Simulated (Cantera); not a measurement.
Nitride etching: BN + O₂

Feed: 1 mol BN, 0.14 mol O₂, held at 37.0 mbar.

These are equilibrium values from Cantera (NASA tables, ideal gas, pure condensed phases), not measurements of a reactor. Candidate condensed phases: B, BN, B₂O₃; 17 gas species. Mutual solubility and eutectic melting of coexisting phases are not modelled. Equilibrium is a limit: real reactors are often held back by kinetics, nucleation or transport.

| T (°C) | log p N₂ | log p B₂O₃ | log p B₂O₂ | log p BO | log p BO₂ | log p B₂O | log p NO | n BN(s) | n B₂O₃(l) |
|---|---|---|---|---|---|---|---|---|---|
| 900 | -1.43 | -8.43 | -11.40 | -11.65 | <-13 | <-13 | <-13 | 0.813 | 0.0933 |
| 975 | -1.43 | -7.38 | -9.99 | -10.34 | -12.28 | <-13 | <-13 | 0.813 | 0.0933 |
| 1050 | -1.43 | -6.46 | -8.74 | -9.18 | -11.21 | <-13 | -13.10 | 0.813 | 0.0933 |
| 1125 | -1.43 | -5.64 | -7.63 | -8.15 | -10.26 | <-13 | -12.39 | 0.813 | 0.0933 |
| 1200 | -1.43 | -4.91 | -6.63 | -7.23 | -9.40 | <-13 | -11.76 | 0.813 | 0.0933 |
| 1275 | -1.43 | -4.25 | -5.74 | -6.40 | -8.63 | -12.04 | -11.19 | 0.813 | 0.0932 |
| 1350 | -1.43 | -3.66 | -4.93 | -5.65 | -7.94 | -10.76 | -10.67 | 0.813 | 0.0928 |
| 1425 | -1.44 | -3.12 | -4.19 | -4.97 | -7.30 | -9.60 | -10.20 | 0.813 | 0.0913 |
| 1500 | -1.46 | -2.63 | -3.51 | -4.34 | -6.73 | -8.52 | -9.79 | 0.813 | 0.0863 |
| 1575 | -1.54 | -2.18 | -2.87 | -3.75 | -6.21 | -7.50 | -9.45 | 0.810 | 0.0687 |
log p: log10 of the partial pressure in bar; n: condensed amount in mol.

From 900 °C to 1575 °C the condensed part is BN(s) + B₂O₃(l). The main B-bearing gas is B₂O₃ throughout.
